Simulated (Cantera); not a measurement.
Moist CO burnout

A perfectly stirred reactor is fed with CO : O2 : H2O : N2 = 0.001 : 0.0025 : 0.00031 : 1 (molar parts), equivalence ratio 0.20, at 9.87 atm; it is held at 1025 K, and followed from long to short residence time.

Model: GRI-Mech 3.0 (53 species, 325 reactions), integrated in Cantera.

```csv
τ (s),x CO,x O2,x H2O,x OH,x HO2,x H2O2,x NO
6.5,0.000716,0.00235,0.000309,1.37e-9,1.33e-7,2.47e-9,3.21e-11
2.0,0.000892,0.00244,0.000309,1.30e-9,1.34e-7,2.52e-9,4.43e-12
0.59,0.000968,0.00248,0.000309,1.08e-9,1.18e-7,1.95e-9,<1e-12
0.18,0.000992,0.00249,0.000309,4.99e-10,6.07e-8,5.17e-10,<1e-12
0.053,0.000996,0.00249,0.000309,1.54e-11,2.01e-9,<1e-12,<1e-12
0.016,0.000996,0.00249,0.000309,3.34e-12,3.54e-10,<1e-12,<1e-12
0.0047,0.000996,0.00249,0.000309,1.18e-12,7.58e-11,<1e-12,<1e-12
0.0014,0.000996,0.00249,0.000309,<1e-12,1.34e-11,<1e-12,<1e-12
0.00042,0.000996,0.00249,0.000309,<1e-12,1.65e-12,<1e-12,<1e-12
0.00013,0.000996,0.00249,0.000309,<1e-12,<1e-12,<1e-12,<1e-12
```
x: mole fraction; the columns are a selection and need not sum to one.
